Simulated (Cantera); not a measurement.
Input: 1 mol Si, 1.8 mol NF3, 0.37 mol N2, 27 mol HCl, at 1330 Pa.

Method: chemical equilibrium by Gibbs-energy minimisation in Cantera with the NASA 1993 tables (ideal gas, pure condensed phases). Candidate condensed phases: NH4Cl, Si, Si3N4; 49 gas species. Kinetics and transport are ignored.

Question: At 1373 K, list the 6 most abundant gas species with their mole fractions, and the condensed phases.

Answer: HCl 0.845, HF 0.0462, N2 0.0419, SiF4 0.0330, Cl 0.0219, Cl2 0.0121. Condensed: gas only.
